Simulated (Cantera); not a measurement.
# Thermodynamics of boron, boron nitride and boron oxide, feed B + O₂ + N₂

Input: 1 mol B, 0.3 mol O₂, 42 mol N₂, at 20.3 Torr.

Cantera equilibrium calculation (NASA polynomials, part measured and part estimated; ideal gas, pure solids and liquids). Candidate condensed phases: B, BN, B₂O₃; 17 gas species. N₂ is the only nitrogen source here; it is nearly inert below about 1500 K, so the nitride shown seldom forms there in practice. Mutual solubility and eutectic melting of coexisting phases are not modelled. Kinetics and transport are ignored.

```
T (K)   x N₂    x B₂O₃    x B₂O₂      x BO     x BO₂     x B₂O  n BN(s)  n B₂O₃(l)
-----  -----  --------  --------  --------  --------  --------  -------  ---------
1048    1.00   1.11e-9    <1e-12    <1e-12    <1e-12    <1e-12    0.600      0.200
1148    1.00   5.74e-8  5.02e-11  2.95e-11    <1e-12    <1e-12    0.600      0.200
1248   1.000   1.54e-6   4.25e-9   1.79e-9  1.84e-11    <1e-12    0.600      0.200
1348   1.000   2.47e-5   1.83e-7   5.81e-8  4.63e-10    <1e-12    0.600      0.199
1448   1.000  0.000266   4.61e-6   1.16e-6   7.40e-9    <1e-12    0.600      0.189
1548   0.998   0.00208   7.56e-5   1.55e-5   8.20e-8  4.15e-11    0.598      0.111
1648   0.995   0.00444  0.000439  0.000106   3.38e-7   1.40e-9    0.586          0
```
x: gas mole fraction; n: condensed amount in mol.

From 1048 K to 1548 K the condensed part is BN(s) + B₂O₃(l). At 1648 K the condensed part is BN(s).
